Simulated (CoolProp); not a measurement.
Vapour-liquid equilibrium of CHF3 (R23) (1) + propylene (2) at 133 kPa; x and y are mole fractions of (1).

The numbers come from the multi-fluid Helmholtz-energy mixture model, Penoncello 2003 and Lemmon 2013; pair parameters Bell 2016 in CoolProp.

| x | bubble temperature (K) | y at the bubble point | dew temperature at overall composition x (K) | liquid density (mol/L) |
|---|---|---|---|---|
| 0.05 | 219.6 | 0.438 | 230.5 | 14.81 |
| 0.15 | 207.5 | 0.720 | 228.1 | 15.49 |
| 0.25 | 202.3 | 0.805 | 225.4 | 16.01 |
| 0.35 | 199.8 | 0.841 | 222.5 | 16.47 |
| 0.45 | 198.6 | 0.859 | 219.2 | 16.93 |
| 0.55 | 197.9 | 0.870 | 215.4 | 17.42 |
| 0.65 | 197.4 | 0.880 | 211.1 | 17.95 |
| 0.75 | 197.0 | 0.892 | 205.7 | 18.54 |
| 0.85 | 196.5 | 0.915 | 199.2 | 19.21 |
| 0.95 | 196.1 | 0.960 | 196.1 | 19.97 |

No azeotrope shows between x = 0.05 and 0.95.

Pair parameters are fitted to limited data, so mixtures are less certain than the pure fluids. With so large a gap from Raoult's law the liquid may split in two, which this calculation doesn't test in full.
